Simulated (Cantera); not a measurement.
A perfectly stirred reactor is fed with C₂H₆ : N₂ = 1 : 53 (molar parts), at 180 Torr; it is held at 1925 K, and followed from long to short residence time.

Model: GRI-Mech 3.0 (53 species, 325 reactions), integrated in Cantera. GRI-Mech 3.0 stops at C3 and has no aromatics, soot or wall deposition, so with more carbon than oxygen in the feed, carbon stays in small species such as C2H2 where larger ones or solid carbon would form.

Task: Predict: x(C₂H₆) at τ = 2.20 s; x(CH₄) at τ = 2.20 s; x(HCN) at τ = 2.20 s; x(C₂H₂) at τ = 2.20 s; x(CH₃) at τ = 2.20 s; x(C₂H₆) at τ = 31.0 ms; x(CH₄) at τ = 31.0 ms; x(HCN) at τ = 31.0 ms; x(C₂H₂) at τ = 31.0 ms; x(CH₃) at τ = 31.0 ms.

Result: 
```
Quantity                   Value
----------------------  --------
x(C₂H₆) at τ = 2.20 s    1.56e-7
x(CH₄) at τ = 2.20 s    0.000222
x(HCN) at τ = 2.20 s     0.00200
x(C₂H₂) at τ = 2.20 s     0.0167
x(CH₃) at τ = 2.20 s     4.94e-5
x(C₂H₆) at τ = 31.0 ms   9.78e-6
x(CH₄) at τ = 31.0 ms    0.00118
x(HCN) at τ = 31.0 ms   0.000405
x(C₂H₂) at τ = 31.0 ms    0.0168
x(CH₃) at τ = 31.0 ms   0.000387
```
